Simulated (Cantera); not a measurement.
Cantera run, input and output.

```python
import numpy as np
import cantera as ct

surf = ct.Interface("diamond.yaml", "diamond_100")
gas, bulk = surf.adjacent["gas"], surf.adjacent["diamond"]
k = surf.kinetics_species_index(bulk.species_names[0])
cover = ["c6HH", "c6H*", "c6*H", "c6**", "c6HM", "c6B"]

rows, drift = [], 0.0
print(f"{'P':>10s}{'um/h':>11s}" + "".join(f"{s:>11s}" for s in cover))
for v in [490, 920, 1700, 3300, 6100, 12000, 22000, 41000]:
    T, P, xH, xCH3 = 1175, v, 0.014, 0.00012
    gas.TPX = T, P, {"H": xH, "CH3": xCH3, "CH4": 0.0049, "H2": 1 - xH - xCH3 - 0.0049}
    surf.TP = bulk.TP = T, P
    surf.coverages = "c6H*:0.1, c6HH:0.9"
    surf.advance_coverages(100.0)
    before = surf.coverages
    surf.advance_coverages(100.0)
    drift = max(drift, np.max(np.abs(surf.coverages - before) / (surf.coverages + 1e-9)))
    rate = surf.net_production_rates[k] * bulk.mean_molecular_weight / bulk.density * 3.6e9
    rows.append([rate, *surf[cover].coverages])
    print(f"{v:10.4g}{rate:11.4e}" + "".join(f"{x:11.3e}" for x in rows[-1][1:]))
```

It prints:

```
         P       um/h       c6HH       c6H*       c6*H       c6**       c6HM        c6B
       490 1.1624e-01  4.556e-01  3.575e-02  4.809e-01  2.715e-02  3.425e-04  3.154e-10
       920 3.1779e-01  4.554e-01  3.575e-02  4.807e-01  2.714e-02  5.718e-04  8.623e-10
      1700 8.3380e-01  4.552e-01  3.575e-02  4.804e-01  2.714e-02  8.795e-04  2.263e-09
      3300 2.2263e+00  4.549e-01  3.578e-02  4.800e-01  2.713e-02  1.270e-03  6.041e-09
      6100 5.1262e+00  4.547e-01  3.584e-02  4.797e-01  2.713e-02  1.622e-03  1.391e-08
   1.2e+04 1.1843e+01  4.544e-01  3.600e-02  4.792e-01  2.716e-02  1.933e-03  3.214e-08
   2.2e+04 2.3721e+01  4.543e-01  3.629e-02  4.787e-01  2.722e-02  2.126e-03  6.437e-08
   4.1e+04 4.6729e+01  4.541e-01  3.685e-02  4.780e-01  2.735e-02  2.256e-03  1.268e-07
```

Model: the Harris–Goodwin 1993 mechanism for the reconstructed diamond (100) surface, integrated in Cantera.
